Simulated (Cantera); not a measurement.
Input: 1 mol n-butane, 0.35 mol NH3, 33 mol H2, equilibrated at 70.0 bar.

Equilibrium computed with Cantera from the NASA thermochemical tables; the gas is ideal and each condensed phase is pure. Candidate condensed phases: C, C6H6, C7H8, C8H18; 110 gas species. Ions and electrons are included (thermal ionisation). The ideal-gas law is rough above about 30 bar. Kinetics and transport are ignored.

x: gas mole fraction; n: condensed amount in mol.

```csv
T (K),x H2,x H,x C2H2 (acetylene),x C2H,x CH4,x C,n C(graphite)
2500,0.969,0.00296,0.0105,2.30e-6,(withheld),2.38e-9,2.59
2750,0.949,0.00797,0.0267,2.60e-5,(withheld),5.39e-8,1.31
3000,0.924,0.0181,0.0426,0.000144,(withheld),6.23e-7,0
3250,0.907,0.0365,0.0426,0.000409,(withheld),4.04e-6,0
3500,0.879,0.0662,0.0415,0.000983,(withheld),1.99e-5,0
3750,0.837,0.110,0.0393,0.00205,(withheld),7.87e-5,0
4000,0.780,0.168,0.0357,0.00376,(withheld),0.000259,0
4250,0.708,0.242,0.0307,0.00609,(withheld),0.000729,0
4500,0.625,0.327,0.0244,0.00866,(withheld),0.00178,0
4750,0.535,0.419,0.0176,0.0107,(withheld),0.00379,0
5000,0.443,0.512,0.0114,0.0115,(withheld),0.00714,0
```

Fill in the missing entries.


- 2500, x CH4: 0.00986
- 2750, x CH4: 0.00659
- 3000, x CH4: 0.00401
- 3250, x CH4: 0.00220
- 3500, x CH4: 0.00128
- 3750, x CH4: 0.000768
- 4000, x CH4: 0.000464
- 4250, x CH4: 0.000275
- 4500, x CH4: 0.000156
- 4750, x CH4: 8.34e-5
- 5000, x CH4: 4.14e-5
